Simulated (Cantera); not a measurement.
Cantera with NASA thermochemical tables; ideal gases at 1 bar, condensed phases pure. Values are per mole of reaction as written; species without (g) are pure solids or liquids, kept so even where they would boil at 1 bar. TaC: taken at fixed stoichiometry.

O(g) + TaC → CO(g) + Ta

| T (K) | ΔH° (kJ) | ΔS° (J/K) | ΔG° (kJ) | log10 K |
|---|---|---|---|---|
| 1523 | [?] | [?] | [?] | [?] |
| 1623 | -229.4 | 19.2 | -260.6 | 8.39 |
| 1723 | -230.6 | 18.5 | -262.5 | 7.96 |
| 1823 | -231.8 | 17.8 | -264.3 | 7.57 |
| 1923 | -233.1 | 17.2 | -266.1 | 7.23 |
| 2023 | [?] | [?] | [?] | [?] |
| 2123 | -235.6 | 15.9 | -269.4 | 6.63 |
| 2223 | -236.9 | 15.3 | -270.9 | 6.37 |
| 2323 | -238.1 | 14.8 | -272.4 | 6.13 |

Question: Some entries are withheld; supply them.

Answer: 
- 1523, ΔH° (kJ): -228.3
- 1523, ΔS° (J/K): 20.0
- 1523, ΔG° (kJ): -258.7
- 1523, log10 K: 8.87
- 2023, ΔH° (kJ): -234.3
- 2023, ΔS° (J/K): 16.5
- 2023, ΔG° (kJ): -267.8
- 2023, log10 K: 6.91
